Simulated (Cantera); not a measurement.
## Adiabatic ignition

An adiabatic, constant-pressure homogeneous reactor starts with 13.6 % CH4, 18.1 % O2, 68.3 % N2, equivalence ratio 1.5, at 975 K and 6980 Torr.

Model: GRI-Mech 3.0 (53 species, 325 reactions), integrated in Cantera. Below about 1000 K GRI-Mech 3.0 lacks low-temperature oxidation paths.

```json
[
 {"t (s)": "1.00e-6", "T (K)": "975", "x CH4": "0.136", "x O2": "0.181", "x H": "<1e-12", "x C2H4": "<1e-12", "x C2H6": "<1e-12", "x HO2": "5.45e-11"},
 {"t (s)": "2.82e-6", "T (K)": "975", "x CH4": "0.136", "x O2": "0.181", "x H": "<1e-12", "x C2H4": "<1e-12", "x C2H6": "<1e-12", "x HO2": "1.53e-10"},
 {"t (s)": "7.95e-6", "T (K)": "975", "x CH4": "0.136", "x O2": "0.181", "x H": "<1e-12", "x C2H4": "<1e-12", "x C2H6": "<1e-12", "x HO2": "4.32e-10"},
 {"t (s)": "2.24e-5", "T (K)": "975", "x CH4": "0.136", "x O2": "0.181", "x H": "<1e-12", "x C2H4": "<1e-12", "x C2H6": "<1e-12", "x HO2": "1.21e-9"},
 {"t (s)": "6.31e-5", "T (K)": "975", "x CH4": "0.136", "x O2": "0.181", "x H": "<1e-12", "x C2H4": "<1e-12", "x C2H6": "<1e-12", "x HO2": "3.38e-9"},
 {"t (s)": "0.000178", "T (K)": "975", "x CH4": "0.136", "x O2": "0.181", "x H": "<1e-12", "x C2H4": "<1e-12", "x C2H6": "8.68e-12", "x HO2": "9.25e-9"},
 {"t (s)": "0.000502", "T (K)": "975", "x CH4": "0.136", "x O2": "0.181", "x H": "<1e-12", "x C2H4": "1.07e-12", "x C2H6": "2.28e-10", "x HO2": "2.40e-8"},
 {"t (s)": "0.00141", "T (K)": "975", "x CH4": "0.136", "x O2": "0.181", "x H": "1.42e-12", "x C2H4": "3.40e-11", "x C2H6": "7.22e-9", "x HO2": "5.41e-8"},
 {"t (s)": "0.00399", "T (K)": "975", "x CH4": "0.136", "x O2": "0.181", "x H": "5.07e-12", "x C2H4": "8.13e-10", "x C2H6": "1.68e-7", "x HO2": "9.09e-8"},
 {"t (s)": "0.0112", "T (K)": "975", "x CH4": "0.136", "x O2": "0.181", "x H": "8.49e-12", "x C2H4": "6.74e-9", "x C2H6": "1.23e-6", "x HO2": "1.25e-7"},
 {"t (s)": "0.0317", "T (K)": "975", "x CH4": "0.136", "x O2": "0.181", "x H": "1.91e-11", "x C2H4": "4.62e-8", "x C2H6": "5.92e-6", "x HO2": "2.34e-7"},
 {"t (s)": "0.0893", "T (K)": "976", "x CH4": "0.136", "x O2": "0.181", "x H": "1.36e-10", "x C2H4": "7.87e-7", "x C2H6": "4.12e-5", "x HO2": "9.10e-7"},
 {"t (s)": "0.252", "T (K)": "2413", "x CH4": "9.39e-11", "x O2": "8.13e-6", "x H": "0.00154", "x C2H4": "<1e-12", "x C2H6": "<1e-12", "x HO2": "1.27e-8"},
 {"t (s)": "0.710", "T (K)": "2413", "x CH4": "9.39e-11", "x O2": "8.13e-6", "x H": "0.00154", "x C2H4": "<1e-12", "x C2H6": "<1e-12", "x HO2": "1.27e-8"},
 {"t (s)": "2.00", "T (K)": "2413", "x CH4": "9.39e-11", "x O2": "8.13e-6", "x H": "0.00154", "x C2H4": "<1e-12", "x C2H6": "<1e-12", "x HO2": "1.27e-8"}
]
```
x: mole fraction; the columns are a selection and need not sum to one.

The time of steepest temperature rise is 0.165 s. The temperature at 2.00 s comes out as 2413 K, the equilibrium temperature is 2413 K and the x(CH4) at 2.00 s comes out as 9.39e-11 (gas-phase equilibrium 1.06e-10). The x(O2) at 2.00 s is 8.13e-6 (gas-phase equilibrium 8.13e-6). The x(H) at 2.00 s is 0.00154 (gas-phase equilibrium 0.00154).
